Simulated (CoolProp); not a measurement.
Vapour-liquid equilibrium of R22 (1) + dimethyl ether (2) at 320.8 K; x and y are mole fractions of (1).

Computed with CoolProp (multi-fluid Helmholtz-energy mixture model, Kamei 1995 and Wu 2011; pair parameters Bell 2016).

```json
[
 {"x": "0.05", "bubble pressure, mixture model (bar)": "10.70", "bubble pressure, Raoult's law (bar)": "11.18", "y, mixture model": "0.044", "y, Raoult's law": "0.082"},
 {"x": "0.125", "bubble pressure, mixture model (bar)": "10.59", "bubble pressure, Raoult's law (bar)": "11.75", "y, mixture model": "0.116", "y, Raoult's law": "0.196"},
 {"x": "0.2", "bubble pressure, mixture model (bar)": "10.53", "bubble pressure, Raoult's law (bar)": "12.32", "y, mixture model": "0.196", "y, Raoult's law": "0.299"},
 {"x": "0.275", "bubble pressure, mixture model (bar)": "10.55", "bubble pressure, Raoult's law (bar)": "12.89", "y, mixture model": "0.285", "y, Raoult's law": "0.393"},
 {"x": "0.35", "bubble pressure, mixture model (bar)": "10.66", "bubble pressure, Raoult's law (bar)": "13.46", "y, mixture model": "0.380", "y, Raoult's law": "0.478"},
 {"x": "0.425", "bubble pressure, mixture model (bar)": "10.90", "bubble pressure, Raoult's law (bar)": "14.03", "y, mixture model": "0.480", "y, Raoult's law": "0.557"},
 {"x": "0.5", "bubble pressure, mixture model (bar)": "11.30", "bubble pressure, Raoult's law (bar)": "14.60", "y, mixture model": "0.581", "y, Raoult's law": "0.630"},
 {"x": "0.575", "bubble pressure, mixture model (bar)": "11.88", "bubble pressure, Raoult's law (bar)": "15.17", "y, mixture model": "0.677", "y, Raoult's law": "0.697"},
 {"x": "0.65", "bubble pressure, mixture model (bar)": "12.65", "bubble pressure, Raoult's law (bar)": "15.74", "y, mixture model": "0.764", "y, Raoult's law": "0.760"},
 {"x": "0.725", "bubble pressure, mixture model (bar)": "13.62", "bubble pressure, Raoult's law (bar)": "16.31", "y, mixture model": "0.839", "y, Raoult's law": "0.818"},
 {"x": "0.8", "bubble pressure, mixture model (bar)": "14.78", "bubble pressure, Raoult's law (bar)": "16.88", "y, mixture model": "0.900", "y, Raoult's law": "0.872"},
 {"x": "0.875", "bubble pressure, mixture model (bar)": "16.08", "bubble pressure, Raoult's law (bar)": "17.45", "y, mixture model": "0.947", "y, Raoult's law": "0.923"},
 {"x": "0.95", "bubble pressure, mixture model (bar)": "17.47", "bubble pressure, Raoult's law (bar)": "18.02", "y, mixture model": "0.982", "y, Raoult's law": "0.970"}
]
```

The largest gap from Raoult's law is -22.6 % in bubble pressure, at x = 0.5. y crosses x between x = 0.2 and 0.275: the model has an azeotrope there.

The pair parameters rest on a limited set of measurements; away from them the model extrapolates.
